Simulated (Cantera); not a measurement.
What does this Cantera script print?

```python
import numpy as np
import cantera as ct

gas_names = [...]  # 109 gases of nasa_gas.yaml made of C, Cl, H, Si
cond_names = """
    C(gr) C6H6(L) C7H8(L) C8H18(L),n-octa Si(cr) Si(L) SiC(b)
""".split()


# ... load() reads the species with a 1 bar reference pressure and builds the phases ...
atoms = {
    'CH3SiCl3': {'C': 1, 'H': 3, 'Si': 1, 'CL': 3},
    'CH4': {'C': 1, 'H': 4},
    'H2': {'H': 2},
}
top_T = {'C(gr)': 4500, 'SiC(b)': 3050}  # K; cautious upper limits of use, not melting points


# ... equilibrate(T, P, feed) seeds the gas with the atoms and calls Mixture.equilibrate('TP', solver="vcs", rtol=1e-11, max_steps=5000) ...
results = []
feed = {'CH3SiCl3': 1, 'CH4': 0.015, 'H2': 1000}  # mol
T = 2548  # K
P = 3100  # Pa
mix = equilibrate(T, P, feed)
results.append((T, P, feed, dict(zip(mix.species_names, mix.species_moles))))
print(gas.report(threshold=0.001))
for i in range(1, mix.n_phases):
    print(f"{mix.phase(i).name:16s} {mix.phase_moles(i):12.5e} mol")
```

Output:

```
       temperature   2548 K
          pressure   3100 Pa
           density   0.00029025 kg/m^3
  mean mol. weight   1.9835 kg/kmol
   phase of matter   gas

                          1 kg             1 kmol
                     ---------------   ---------------
          enthalpy        5.2164e+07        1.0347e+08  J
   internal energy        4.1483e+07        8.2284e+07  J
           entropy         1.129e+05        2.2394e+05  J/K
    Gibbs function        -2.355e+08       -4.6712e+08  J
 heat capacity c_p             16868             33458  J/K
 heat capacity c_v             12676             25144  J/K

                      mass frac. Y      mole frac. X     chem. pot. / RT
                     ---------------   ---------------   ---------------
                 H           0.08159           0.16055           -11.966
               HCL          0.044459         0.0024188           -40.995
                H2             0.849           0.83533           -23.933
     [ +106 minor]          0.024955         0.0016995

C(gr)             0.00000e+00 mol
Si(L)             0.00000e+00 mol
SiC(b)            0.00000e+00 mol
```

Method: chemical equilibrium by Gibbs-energy minimisation in Cantera with the NASA 1993 tables (ideal gas, pure condensed phases). The feed counts by its element totals alone.
